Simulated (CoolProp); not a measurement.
Model: reference Helmholtz-energy equation of state, Schmidt 1985, in CoolProp.

**Question.** Give the vapour pressure (kPa), vapour density (kg/m³), surface tension (mN/m), liquid viscosity (µPa s) of saturated oxygen at -173.55, -163.85 °C.

**Answer.** 
```
T (°C)   p (kPa)  vapour density (kg/m³)  surface tension (mN/m)  liquid viscosity (µPa s)
-------  -------  ----------------------  ----------------------  ------------------------
-173.55      246                    10.1                    10.8                       154
-163.85      518                    20.3                    8.54                       123
```

Viscosity comes from a separate model (Lemmon 2004). Surface tension comes from a separate correlation (Mulero 2012).
